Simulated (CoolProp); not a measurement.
Dodecamethylpentasiloxane (MD3M) along the isobar 101 kPa: density (kg/m³) from the reference equation and from simpler models built on Tc = 628.0 K, pc = 954.0 kPa, ω = 0.730; each cubic takes its own stable root.

The numbers come from the reference Helmholtz-energy equation of state, Thol 2019 in CoolProp.

| T (K) | phase | reference |
|---|---|---|
| 372 | liquid | 798.2 |
| 391.1 | liquid | 779.0 |
| 410.2 | liquid | 759.5 |
| 429.2 | liquid | 739.6 |
| 448.3 | liquid | 718.9 |
| 467.4 | liquid | 697.4 |
| 486.5 | liquid | 674.8 |
| 505.5 | gas | 10.33 |
| 524.6 | gas | 9.774 |
| 543.7 | gas | 9.295 |
| 562.8 | gas | 8.877 |
| 581.8 | gas | 8.507 |
| 600.9 | gas | 8.173 |
| 620 | gas | 7.871 |

**Question.** How far does each simpler model (Soave-Redlich-Kwong, Peng-Robinson) lie from the reference over these 14 states: mean and median of the absolute difference, and the worst?

**Answer.** 
- Soave-Redlich-Kwong: mean 6.3 %, median 6.5 %, worst -12.7 % at 372 K and 101 kPa
- Peng-Robinson: mean 0.5 %, median 0.3 %, worst -1.9 % at 372 K and 101 kPa
